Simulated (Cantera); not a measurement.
Cantera with NASA thermochemical tables; ideal gases at 1 bar, condensed phases pure. Values are per mole of reaction as written; species without (g) are pure solids or liquids, kept so even where they would boil at 1 bar.

P4O10 + 11 H2(g) → 4 PH3(g) + 10 OH(g), with ΔH° = 3425.0 kJ and ΔS° = 1011.8 J/K at 300 K.

### Question
How far is the shortcut ΔG° ≈ ΔH°(300 K) − T·ΔS°(300 K) from the full temperature-dependent value at 450, 500, 550, 600, 650 K?

### Answer
| T (K) | shortcut (kJ) | full (kJ) | difference (kJ) | difference in log10 K |
|---|---|---|---|---|
| 450 | 2969.7 | 2973.0 | -3.3 | 0.38 |
| 500 | 2919.1 | 2925.0 | -5.8 | 0.61 |
| 550 | 2868.5 | 2877.6 | -9.1 | 0.86 |
| 600 | 2818.0 | 2831.0 | -13.0 | 1.14 |
| 650 | 2767.4 | 2785.0 | -17.7 | 1.42 |
The shortcut ignores the heat-capacity change of the reaction.
